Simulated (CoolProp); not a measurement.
Vapour-liquid equilibrium of R134a (1) + R123 (2) at -48.15 °C; x and y are mole fractions of (1).

The numbers come from the multi-fluid Helmholtz-energy mixture model, Tillner-Roth 1994 and Younglove 1994; pair parameters Bell 2016 in CoolProp.

### Question
Give the bubble pressure and the first vapour's composition at x = 0.15, 0.55, 0.85. Is there an azeotrope?

### Answer
x = 0.15: 0.008981 MPa, y = 0.806; x = 0.55: 0.02207 MPa, y = 0.951; x = 0.85: 0.02889 MPa, y = 0.982. No azeotrope shows between x = 0.05 and 0.95.

Pair parameters are fitted to limited data, so mixtures are less certain than the pure fluids.
